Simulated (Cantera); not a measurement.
Feed: 1 mol Si3H8, 0.37 mol HCl, a varied amount of N2, held at 650 °C and 28.5 Torr.

These are equilibrium values from Cantera (NASA tables, ideal gas, pure condensed phases), not measurements of a reactor. Candidate condensed phases: NH4Cl, Si, Si3N4; 28 gas species. The feed counts by its element totals alone. N2 is the only nitrogen source here; it is nearly inert below about 1500 K, so the nitride shown seldom forms there in practice. The numbers say what is thermodynamically allowed, not how fast it happens.

Problem. At 200 mol N2, list the 3 most abundant gas species with their mole fractions, and the condensed phases.

Solution. N2 0.978, H2 0.0198, HCl 0.00183. Condensed: Si3N4(s).
